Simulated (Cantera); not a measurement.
FeS + SO3 + O2 (roasting and sulfation)

Charge: 1 mol FeS, 0.34 mol SO3, 9.3 mol O2, equilibrated at 0.640 bar.

Equilibrium computed with Cantera from the NASA thermochemical tables; the gas is ideal and each condensed phase is pure. Candidate condensed phases: Fe, FeO, FeS, FeSO4, FeS2, Fe2O3, Fe2(SO4)3, Fe3O4, S; 12 gas species. Rates play no part.

From 698 K to 898 K the condensed part is Fe2O3(s) + Fe2(SO4)3(s). From 998 K to 1398 K the condensed part is Fe2O3(s).

```
T (K)   x O2    x SO2    x SO3       x O      x SO  n Fe2O3(s)  n Fe2(SO4)3(s)
-----  -----  -------  -------  --------  --------  ----------  --------------
698    1.000  1.25e-7  2.99e-5    <1e-12    <1e-12      0.0534           0.447
798    0.998  6.03e-5  0.00172    <1e-12    <1e-12      0.0575           0.442
898    0.953  0.00743   0.0399  6.09e-12    <1e-12       0.171           0.329
998    0.846   0.0655   0.0890  1.70e-10    <1e-12       0.500               0
1098   0.849    0.103   0.0483   2.73e-9  6.91e-12       0.500               0
1198   0.850    0.126   0.0242   2.77e-8  1.33e-10       0.500               0
1298   0.851    0.136   0.0125   1.97e-7   1.50e-9       0.500               0
1398   0.852    0.142  0.00684   1.06e-6   1.15e-8       0.500               0
```
x: gas mole fraction; n: condensed amount in mol.
